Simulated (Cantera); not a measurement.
## Thermodynamics of nitride etching, feed Si3N4 + Cl2 + H2

Feed: 1 mol Si3N4, 30 mol Cl2, 1.4 mol H2, at 3.00 Pa.

Cantera equilibrium calculation (NASA polynomials, part measured and part estimated; ideal gas, pure solids and liquids). Candidate condensed phases: NH4Cl, Si, Si3N4; 28 gas species. The tables' values for SiCl3, SiCl are old estimates; treat these amounts as uncertain. Rates play no part.

```csv
T (K),log p Cl,log p Cl2,log p SiCl4,log p HCl,log p N2,log p SiCl2,log p SiCl3
1173,-4.92,-4.93,-5.63,-5.66,-5.80,-13.92,-10.27
1273,-4.69,-5.35,-5.71,-5.74,-5.89,-11.88,-9.20
1373,-4.61,-5.95,-5.76,-5.78,-5.93,-9.88,-8.15
1473,-4.60,-6.57,-5.79,-5.80,-5.94,-8.05,-7.19
1573,-4.59,-7.12,-5.97,-5.81,-5.96,-6.59,-6.49
1673,-4.59,-7.61,-6.78,-5.84,-5.98,-5.96,-6.53
1773,-4.58,-8.06,-7.95,-5.85,-5.99,-5.85,-7.02
1873,-4.58,-8.46,-9.09,-5.85,-5.99,-5.83,-7.53
1973,-4.58,-8.81,-10.13,-5.87,-5.99,-5.84,-8.02
2073,-4.58,-9.13,-11.17,-5.94,-6.01,-5.95,-8.57
```
log p: log10 of the partial pressure in bar; nothing condenses.

From 1173 K to 2073 K nothing is condensed. The main Si-bearing gas is SiCl4 at 1173 K and SiCl2 at 2073 K.
